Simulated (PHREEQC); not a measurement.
City or well water: an equilibrium model

A made-up water analysis in mmol/kgw, 85 °C, pH 6.32, pe 8.5: Na 0.698; K 0.00138; Ca 0.385; Mg 0.0618; Cl 0.321; S(6) 0.173; Alkalinity (meq/kgw) 0.909; Cu(2) 0.0344; Pb 0.000666.

Valence states are taken as typed.

Equilibrium calculation in PHREEQC: ion-association model, wateq4f.dat.

Precipitation was switched off in this run.

Problem. Estimate the charge-balance error.

Solution. charge-balance error 2.8 %.

Problem. In which forms is S present?

Solution. SO4-2 90 %, CaSO4 6.7 %, MgSO4 2.7 % of the S.

Examples of supersaturated solids here: Malachite, Cu(OH)2. Others may be too. Complexes and solids missing from the database can't appear. At this temperature some constants are extrapolated from 25 °C, and those without enthalpy data are left unchanged.
